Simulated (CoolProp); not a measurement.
Properties of carbon monoxide along the isobar 94.3 bar.

Values from CoolProp's reference Helmholtz-energy equation of state, Lemmon 2006. It is a short technical equation, of lower accuracy than the large ones.

| T (K) | phase | Z | cp (kJ/(kg K)) | cv (kJ/(kg K)) | speed of sound (m/s) |
|---|---|---|---|---|---|
| 102 | liquid | 0.4259 | 2.103 | [?] | 769.2 |
| 145.2 | supercritical | 0.4508 | 2.852 | 0.9233 | 397.4 |
| 188.5 | supercritical | 0.7591 | 1.929 | 0.8279 | 295.6 |
| 231.7 | supercritical | 0.9090 | 1.408 | 0.7866 | 328.7 |
| 275 | supercritical | 0.9735 | 1.252 | [?] | 360.4 |
| 318.2 | supercritical | 1.006 | 1.182 | 0.7646 | 388.3 |
| 361.4 | supercritical | 1.023 | 1.146 | 0.7628 | 413.3 |
| 404.7 | supercritical | [?] | [?] | 0.7642 | 436.2 |
| 447.9 | supercritical | 1.038 | 1.115 | [?] | 457.3 |

Question: Complete the blanks.

Answer: 
- 102, cv (kJ/(kg K)): 1.044
- 275, cv (kJ/(kg K)): 0.7711
- 404.7, Z: 1.032
- 404.7, cp (kJ/(kg K)): 1.125
- 447.9, cv (kJ/(kg K)): 0.7683

The peak of cp marks the crossing from liquid-like to gas-like fluid above the critical point.
